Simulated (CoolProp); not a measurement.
CH3F (R41) at 293.15 K and 1.36 MPa is throttled through a valve to 0.625 MPa with no heat exchange. Each further row changes one setting.

Values from CoolProp's reference Helmholtz-energy equation of state, Lemmon 2006. It is a short technical equation, of lower accuracy than the large ones.

```csv
case,temperature change (K),final density (kg/m³)
as stated,-14.5,[?]
outlet pressure 0.188 MPa,[?],2.93
outlet pressure 0.812 MPa,[?],[?]
```

Question: Fill in the missing entries.

Answer: 
- as stated, final density (kg/m³): 9.84
- outlet pressure 0.188 MPa, temperature change (K): -24.5
- outlet pressure 0.812 MPa, temperature change (K): -10.5
- outlet pressure 0.812 MPa, final density (kg/m³): 12.8
